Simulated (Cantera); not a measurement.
Carbon deposition, reforming and gasification: C2H5OH + NH3 + N2

Charge: 1 mol C2H5OH, 0.34 mol NH3, a varied amount of N2, held at 2448.15 K and 0.00200 bar.

These are equilibrium values from Cantera (NASA tables, ideal gas, pure condensed phases), not measurements of a reactor. Candidate condensed phases: C, C6H6, C7H8, C8H18, H2O; 136 gas species. Equilibrium is a limit: real reactors are often held back by kinetics, nucleation or transport.

From 0.3 mol N2 to 32 mol N2 the condensed part is C(graphite). The main C-bearing gas is CO throughout. The share of C in condensed phases is highest at 0.3 mol N2 (43.8 %) and lowest at 32 mol N2 (20.8 %).

```tsv
n(N2) (mol)	x N2	x H2	x H	x CO	x HCN	n C(graphite)
0.3	0.0739	0.442	0.296	0.171	0.0112	0.875
0.45	0.0960	0.428	0.291	0.166	0.0126	0.864
0.66	0.125	0.409	0.285	0.160	0.0140	0.851
0.97	0.165	0.385	0.276	0.152	0.0156	0.834
1.4	0.214	0.355	0.265	0.143	0.0171	0.814
2.1	0.282	0.315	0.250	0.129	0.0185	0.787
3.1	0.360	0.270	0.231	0.114	0.0193	0.756
4.6	0.448	0.221	0.209	0.0964	0.0195	0.718
6.7	0.536	0.174	0.186	0.0796	0.0190	0.675
9.9	0.624	0.130	0.161	0.0630	0.0177	0.624
15	0.709	0.0900	0.134	0.0474	0.0157	0.560
21	0.769	0.0642	0.113	0.0367	0.0138	0.501
32	0.830	0.0401	0.0892	0.0260	0.0113	0.416
```
x: gas mole fraction; n: condensed amount in mol.
